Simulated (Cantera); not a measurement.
An isothermal, constant-pressure homogeneous reactor starts with NH3 : H2 = 1 : 0.78 (molar parts), at 2300 K and 1.00 bar.

Detailed kinetics in Cantera: the gas-phase N/H chemistry of the illustrative SiF4/NH3 mechanism in the Surface Chemkin manual (1991). Walls and surfaces, which speed up NH3 decomposition in real reactors, are not modelled.

One state of this run: x NH3 = 1.06e-5; x H2 = 0.812; x H = 0.00878; x N2H4 = <1e-12; x N = 4.31e-8. x: mole fraction; the columns are a selection and need not sum to one.

Question: Which value of t (s) does it belong to?
A. 0.388
B. 0.00879
C. 0.0584
D. 0.000199

Answer: A, 0.388
